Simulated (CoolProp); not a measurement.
Values from CoolProp's reference Helmholtz-energy equation of state, Akasaka 2019.

Problem. For R1234ze(Z), give the phase and the speed of sound (m/s), isothermal compressibility (1/MPa) at 414.5 K and 12.5 bar; 431.5 K and 12.5 bar.

Solution. 
- 414.5 K and 12.5 bar: gas; speed of sound 156, isothermal compressibility 0.969
- 431.5 K and 12.5 bar: gas; speed of sound 163, isothermal compressibility 0.935
